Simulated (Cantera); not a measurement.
Cantera run, input and output.

```python
import numpy as np
import cantera as ct

gas = ct.Solution("gri30.yaml")
gas.TP = 300, 101325
flame = ct.CounterflowDiffusionFlame(gas, width=0.02)
flame.fuel_inlet.X, flame.fuel_inlet.T = {'CH4': 1, 'C2H6': 0.12, 'C3H8': 0.32, 'N2': 0.7}, 300
flame.oxidizer_inlet.X, flame.oxidizer_inlet.T = {'O2': 0.26, 'N2': 0.74}, 575
flame.set_refine_criteria(ratio=3, slope=0.12, curve=0.24, prune=0.03)
show = ['OH', 'H', 'NO', 'CO', 'C2H2']

rows = []
print(f"{'mdot':>8s}{'a_max':>10s}{'a_mean':>10s}{'Tmax/K':>9s}" + "".join(f"{s:>11s}" for s in show) + "   (peak mole fractions)")
for i, mdot in enumerate([0.25, 0.36, 0.5, 0.7, 0.98, 1.4, 1.9]):  # kg/m2/s on the oxidiser side
    flame.oxidizer_inlet.mdot, flame.fuel_inlet.mdot = mdot, 1.3 * mdot
    flame.solve(loglevel=0, auto=(i == 0))
    if flame.T.max() < max(300, 575) + 100:
        print(f"{mdot:8.3g}  no burning solution found from the previous one")
        break
    dT = np.abs(np.gradient(flame.T, flame.grid))
    rows.append([flame.strain_rate("max"), flame.strain_rate("mean"), flame.T.max(),
                 *(flame.X[gas.species_index(s)].max() for s in show), max(dT[0], dT[-1]) / dT.max()])
    print(f"{mdot:8.3g}{rows[-1][0]:10.1f}{rows[-1][1]:10.1f}{rows[-1][2]:9.1f}" + "".join(f"{x:11.3e}" for x in rows[-1][3:-1]))
```

It prints:

```
    mdot     a_max    a_mean   Tmax/K         OH          H         NO         CO       C2H2   (peak mole fractions)
    0.25     213.9      36.3   2267.4  1.181e-02  5.276e-03  4.683e-04  7.916e-02  2.862e-02
    0.36     297.2      52.3   2246.0  1.189e-02  5.606e-03  4.251e-04  7.791e-02  2.761e-02
     0.5     400.8      72.7   2226.9  1.185e-02  5.889e-03  3.879e-04  7.676e-02  2.657e-02
     0.7     545.4     101.8   2208.4  1.179e-02  6.186e-03  3.515e-04  7.574e-02  2.549e-02
    0.98     744.9     142.5   2189.9  1.169e-02  6.483e-03  3.143e-04  7.485e-02  2.434e-02
     1.4    1036.3     203.5   2170.1  1.155e-02  6.782e-03  2.740e-04  7.417e-02  2.302e-02
     1.9    1374.6     276.2   2149.9  1.129e-02  6.981e-03  2.362e-04  7.368e-02  2.167e-02
```

Computed with Cantera and GRI-Mech 3.0 (53 species, 325 reactions). GRI-Mech 3.0 was tuned for natural gas; its chemistry of propane as a main component is partial and can be far from experiment. GRI-Mech 3.0 has no aromatics or soot, which form on the fuel side of real flames. The maximum strain rate includes the flame's own expansion and is several times the mean.
